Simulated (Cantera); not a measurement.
A freely propagating, adiabatic, planar premixed flame of H2 : O2 : N2 = 1 : 0.417 : 1.67 (molar parts), equivalence ratio 1.2, unburnt at 650 K and 1.01 bar; mixture-averaged transport, grid criteria slope 0.08 and curve 0.16, no radiation.

Computed with Cantera and the H2/O2 subset of GRI-Mech 3.0, which has no nitrogen chemistry. Burning velocities carry a grid error of a few per cent, more on coarse grids.

### Question
Predict: laminar burning velocity; thermal thickness; peak x(OH); peak x(HO2); peak x(H).

### Answer
laminar burning velocity: 911 cm/s
thermal thickness: 0.485 mm
peak x(OH): 0.0164
peak x(HO2): 0.000245
peak x(H): 0.0751
